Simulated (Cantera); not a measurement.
An adiabatic, constant-pressure homogeneous reactor starts with CH₄ : O₂ : N₂ : H₂O = 1 : 1.25 : 4.7 : 0.96 (molar parts), at 1800 K and 6.10 bar. Integrator tolerance rtol = 1e-08.

Computed with Cantera and GRI-Mech 3.0 (53 species, 325 reactions).

Q: What does this change do: initial temperature 1800 to 1725 K?

A: 
```csv
quantity,before,after
time of steepest temperature rise,31.9 µs,58.1 µs
temperature at 0.100 s,2809 K,2762 K
equilibrium temperature,2809 K,2762 K
x(CH₄) at 0.100 s,9.79e-12 (gas-phase equilibrium 1.13e-11),1.13e-11 (gas-phase equilibrium 1.30e-11)
x(O₂) at 0.100 s,0.000589 (gas-phase equilibrium 0.000589),0.000416 (gas-phase equilibrium 0.000416)
x(H₂O) at 0.100 s,0.239 (gas-phase equilibrium 0.239),0.241 (gas-phase equilibrium 0.241)
x(NO₂) at 0.100 s,1.42e-7 (gas-phase equilibrium 1.42e-7),9.80e-8 (gas-phase equilibrium 9.80e-8)
x(H₂O₂) at 0.100 s,1.82e-7 (gas-phase equilibrium 1.82e-7),1.42e-7 (gas-phase equilibrium 1.42e-7)
x(HCO) at 0.100 s,4.95e-7 (gas-phase equilibrium 4.95e-7),4.41e-7 (gas-phase equilibrium 4.41e-7)
x(H) at 0.100 s,0.0104 (gas-phase equilibrium 0.0104),0.00878 (gas-phase equilibrium 0.00878)
```

Q: What does this change do: initial temperature 1800 to 975 K?

A: 
| quantity | before | after |
|---|---|---|
| time of steepest temperature rise | 31.9 µs | not reached |
| temperature at 0.100 s | 2809 K | 976 K |
| equilibrium temperature | 2809 K | 2181 K |
| x(CH₄) at 0.100 s | 9.79e-12 (gas-phase equilibrium 1.13e-11) | 0.126 (gas-phase equilibrium 1.68e-10) |
| x(O₂) at 0.100 s | 0.000589 (gas-phase equilibrium 0.000589) | 0.158 (gas-phase equilibrium 1.12e-6) |
| x(H₂O) at 0.100 s | 0.239 (gas-phase equilibrium 0.239) | 0.121 (gas-phase equilibrium 0.246) |
| x(NO₂) at 0.100 s | 1.42e-7 (gas-phase equilibrium 1.42e-7) | <1e-12 (gas-phase equilibrium 1.72e-10) |
| x(H₂O₂) at 0.100 s | 1.82e-7 (gas-phase equilibrium 1.82e-7) | 4.53e-7 (gas-phase equilibrium 2.06e-9) |
| x(HCO) at 0.100 s | 4.95e-7 (gas-phase equilibrium 4.95e-7) | 1.42e-12 (gas-phase equilibrium 7.30e-8) |
| x(H) at 0.100 s | 0.0104 (gas-phase equilibrium 0.0104) | 3.98e-11 (gas-phase equilibrium 0.000636) |
Below about 1000 K GRI-Mech 3.0 lacks low-temperature oxidation paths.
